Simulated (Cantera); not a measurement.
Input (Python, Cantera):

```python
import numpy as np
import cantera as ct

gas = ct.Solution("gri30.yaml")
gas.TPX = 1150, 480, {'H2': 0.0072, 'O2': 1}
reactor = ct.IdealGasConstPressureReactor(gas, energy="off", clone=False)
net = ct.ReactorNet([reactor])
net.rtol, net.atol = 1e-08, 1e-18
show = ['H2', 'O2', 'HO2', 'OH', 'H', 'H2O2', 'H2O']
times = np.geomspace(0.0001, 60, 11)

steps = ct.SolutionArray(gas, extra=["t"])
rows = []
print(f"{'t/s':>10s}{'T/K':>9s}{'P/Pa':>11s}" + "".join(f"{s:>11s}" for s in show))
for t in times:
    while net.time < t:
        t_next = net.step()
        steps.append(gas.state, t=t_next)
    rows.append([np.interp(t, steps.t, y) for y in (steps.T, steps.P, *steps(*show).X.T)])
    print(f"{t:10.3e}{rows[-1][0]:9.1f}{rows[-1][1]:11.4g}" + "".join(f"{x:11.3e}" for x in rows[-1][2:]))
rate = np.gradient(steps.T, steps.t)
print("integrator steps:", len(steps.t))
if steps.T.max() > steps.T[0] + 200:
    print(f"time of steepest temperature rise: {steps.t[rate.argmax()]:.4e} s")
gas.TPX = 1150, 480, {'H2': 0.0072, 'O2': 1}
gas.equilibrate("TP")
print(f"equilibrium (TP): T = {gas.T:.1f} K  " + "  ".join(f"{s} {gas[s].X[0]:.3e}" for s in show))
```

Result:

```
       t/s      T/K       P/Pa         H2         O2        HO2         OH          H       H2O2        H2O
 1.000e-04   1150.0        480  7.149e-03  9.929e-01  8.745e-11  2.352e-11  6.415e-11  5.786e-16  6.002e-13
 3.783e-04   1150.0        480  7.149e-03  9.929e-01  3.310e-10  2.064e-10  1.345e-10  8.271e-15  2.209e-11
 1.431e-03   1150.0        480  7.149e-03  9.929e-01  1.253e-09  1.262e-09  2.778e-10  1.180e-13  5.544e-10
 5.413e-03   1150.0        480  7.149e-03  9.929e-01  4.761e-09  1.375e-08  1.956e-09  1.668e-12  1.729e-08
 2.048e-02   1150.0        480  7.124e-03  9.928e-01  4.399e-08  1.094e-05  1.487e-06  3.295e-11  1.808e-05
 7.746e-02   1150.0        480  2.486e-05  9.863e-01  3.073e-07  4.989e-04  2.668e-04  5.327e-09  6.742e-03
 2.930e-01   1150.0        480  1.960e-05  9.872e-01  2.833e-07  4.553e-04  2.107e-04  5.060e-09  6.800e-03
 1.108e+00   1150.0        480  1.232e-05  9.893e-01  2.275e-07  3.614e-04  1.035e-04  4.904e-09  6.916e-03
 4.193e+00   1150.0        480  3.773e-06  9.917e-01  1.237e-07  2.005e-04  1.731e-05  4.100e-09  7.057e-03
 1.586e+01   1150.0        480  5.267e-07  9.926e-01  3.791e-08  7.522e-05  9.025e-07  2.122e-09  7.135e-03
 6.000e+01   1150.0        480  5.544e-08  9.928e-01  7.365e-09  2.450e-05  3.100e-08  5.292e-10  7.162e-03
integrator steps: 1272
equilibrium (TP): T = 1150.0 K  H2 4.493e-10  O2 9.928e-01  HO2 1.697e-09  OH 2.217e-06  H 2.298e-11  H2O2 7.438e-12  H2O 7.173e-03
```

Cantera simulation using GRI-Mech 3.0 (53 species, 325 reactions); the numbers are that mechanism's predictions, not measurements. Radical loss at walls, strong at low pressure, is not modelled.
